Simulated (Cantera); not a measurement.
A perfectly stirred reactor is fed with CH4 : H2 : O2 : N2 = 1 : 0.3 : 3.07 : 11.5 (molar parts), equivalence ratio 0.70, at 23000 Pa; it is adiabatic with a 750 K inlet, and is followed from long to short residence time, starting on the burning branch (τ in s: 0.069, 0.036, 0.018, 0.0095, 0.0049, 0.0026, 0.0013, 0.00068, 0.00035, 0.00018, 9.5e-05, 4.9e-05, 2.5e-05).

Computed with Cantera and GRI-Mech 3.0 (53 species, 325 reactions).

Question: Predict: blow-out, bracketed by the residence times tried; x(CH4) at τ = 69.0 ms; x(H2) at τ = 69.0 ms; x(O2) at τ = 69.0 ms; x(HCO) at τ = 69.0 ms; x(CH4) at τ = 1.30 ms; x(H2) at τ = 1.30 ms; x(O2) at τ = 1.30 ms; x(HCO) at τ = 1.30 ms.

Answer: 
```json
{
  "blow_out_bracketed_by_the_residence_times_tried": "burning at 0.180 ms, out at 95.0 µs",
  "x(CH4) at τ = 69.0 ms": "6.44e-6",
  "x(H2) at τ = 69.0 ms": "0.00225",
  "x(O2) at τ = 69.0 ms": "0.0587",
  "x(HCO) at τ = 69.0 ms": "9.59e-8",
  "x(CH4) at τ = 1.30 ms": "0.000147",
  "x(H2) at τ = 1.30 ms": "0.00890",
  "x(O2) at τ = 1.30 ms": "0.0651",
  "x(HCO) at τ = 1.30 ms": "4.28e-6"
}
```
